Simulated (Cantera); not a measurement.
**Equilibrium for abatement and gas-phase synthesis: CS₂ + H₂ + N₂**

Charge: 1 mol CS₂, 0.37 mol H₂, 42 mol N₂, at 10.0 Pa.

Cantera equilibrium calculation (NASA polynomials, part measured and part estimated; ideal gas, pure solids and liquids). Candidate condensed phases: C, C₆H₆, C₇H₈, C₈H₁₈, S; 100 gas species. Gases not in the tables: S₃ to S₇. The numbers say what is thermodynamically allowed, not how fast it happens.

```tsv
T (K)	x N₂	x CS	x S	x CS₂	x H	x H₂	x S₂	n C(graphite)
1173	0.968	7.40e-5	1.77e-6	0.0199	1.08e-6	0.00839	0.00306	0.134
1273	0.968	0.000428	1.05e-5	0.0195	6.55e-6	0.00844	0.00326	0.134
1373	0.967	0.00188	4.70e-5	0.0187	3.06e-5	0.00843	0.00334	0.105
1473	0.965	0.00643	0.000166	0.0165	0.000116	0.00835	0.00316	0
1573	0.962	0.0112	0.000662	0.0117	0.000368	0.00818	0.00526	0
1673	0.959	0.0159	0.00204	0.00687	0.00101	0.00780	0.00687	0
1773	0.955	0.0193	0.00499	0.00343	0.00239	0.00705	0.00704	0
1873	0.951	0.0211	0.00976	0.00150	0.00490	0.00576	0.00556	0
1973	0.946	0.0219	0.0152	0.000584	0.00848	0.00395	0.00327	0
2073	0.942	0.0222	0.0192	0.000207	0.0122	0.00214	0.00145	0
2173	0.940	0.0223	0.0212	7.12e-5	0.0146	0.000919	0.000550	0
```
x: gas mole fraction; n: condensed amount in mol.

From 1173 K to 1373 K the condensed part is C(graphite). From 1473 K to 2173 K nothing is condensed. The main C-bearing gas is CS₂ at 1173 K and CS at 2173 K.
